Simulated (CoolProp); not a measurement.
A Linde-Hampson liquefier for ethylene: isothermal reversible compression at 320 K from 1 atm to 10 MPa, throttling to 1 atm, return gas leaving the recuperator 5 K below the feed. Each further row changes one setting.

Model: reference Helmholtz-energy equation of state, Smukala 2000, in CoolProp.

```tsv
case	liquid yield per pass	compression work (kJ/kg of gas)
as stated	(withheld)	386
high pressure 20 MPa	(withheld)	(withheld)
warm-end temperature 350 K	(withheld)	(withheld)
warm-end gap 10 K	(withheld)	386
```

Task: Some entries are withheld; supply them.

Result: 
- as stated, liquid yield per pass: 0.312
- high pressure 20 MPa, liquid yield per pass: 0.410
- high pressure 20 MPa, compression work (kJ/kg of gas): 418
- warm-end temperature 350 K, liquid yield per pass: 0.191
- warm-end temperature 350 K, compression work (kJ/kg of gas): 440
- warm-end gap 10 K, liquid yield per pass: 0.304
